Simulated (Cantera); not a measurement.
Transport properties of process gases

Gas mixture: 37.0 % C2H2, 41.3 % CH3OH, 15.9 % NH3, 5.82 % H2, at 0.00650 bar, frozen composition.

Cantera's kinetic-theory transport with the Lennard-Jones parameters of GRI-Mech 3.0, ideal gas; thermal conductivity in the mixture-averaged form. Polar gases are described roughly by these parameters. The composition is frozen, though it would react at the higher temperatures.

| T (K) | ρ (kg/m³) | cp (J/kg/K) | μ (µPa s) | λ (mW/m/K) | Pr | D (cm²/s) NO | D (cm²/s) OH | D (cm²/s) C2H2 |
|---|---|---|---|---|---|---|---|---|
| 400 | 0.00502 | 1856 | 13.5 | 39.9 | 0.627 | 45.9 | 71.3 | 37.4 |
| 500 | 0.00402 | 2071 | 16.7 | 53.6 | 0.644 | 68.7 | 106 | 57.3 |
| 600 | 0.00335 | 2266 | 19.7 | 67.8 | 0.657 | 94.9 | 146 | 80.6 |
| 700 | 0.00287 | 2435 | 22.5 | 82.3 | 0.666 | 124 | 191 | 107 |
| 800 | 0.00251 | 2580 | 25.2 | 96.8 | 0.672 | 157 | 240 | 136 |
| 900 | 0.00223 | 2710 | 27.7 | 111 | 0.676 | 192 | 294 | 168 |
| 1000 | 0.00201 | 2837 | 30.2 | 126 | 0.682 | 229 | 351 | 203 |
| 1100 | 0.00183 | 2944 | 32.5 | 140 | 0.685 | 270 | 412 | 239 |
D: mixture-averaged diffusion coefficient of that species in the mixture.
